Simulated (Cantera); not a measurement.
A closed system holds: 1 mol C₂F₆, 0.11 mol HCl, 3.9 mol H₂, equilibrated at 998 K and 6.30 Torr.

Equilibrium computed with Cantera from the NASA thermochemical tables; the gas is ideal and each condensed phase is pure. Candidate condensed phases: C, C₆H₆, C₇H₈, C₈H₁₈; 118 gas species. The feed counts by its element totals alone. Equilibrium is a limit: real reactors are often held back by kinetics, nucleation or transport.

Base state: HF 0.856, H₂ 0.128, HCl 0.0157, CH₄ 1.35e-5 (mole fractions); condensed: C(graphite).

Problem. What changes in the equilibrium state with this change: H₂ from 3.9 to 0.16 mol?

Solution. 
```csv
species,before,after
CF₄,<1e-9,0.758
HF,0.856,0.189
HCl,0.0157,0.0422
H₂,0.128,<1e-9
Cl₂,<1e-9,0.00657
CClF₃,<1e-9,0.00356
Cl,<1e-9,0.000333
CCl₂F₂,<1e-9,2.15e-5
CH₄,1.35e-5,<1e-9
"C(graphite), mol",2.00,0.586
```
Gases not in the tables: C₂F₆ and larger saturated fluorocarbons.

Problem. What changes in the equilibrium state with this change: temperature from 998 K to 2975 K?

Solution. 
```csv
species,before,after
HF,0.856,0.653
H,8.41e-9,0.226
F,<1e-9,0.0435
H₂,0.128,0.0200
C₃,<1e-9,0.0284
Cl,<1e-9,0.0114
HCl,0.0157,0.00148
CF,<1e-9,0.00478
C,<1e-9,0.00475
"C(graphite), mol",2.00,1.06
```
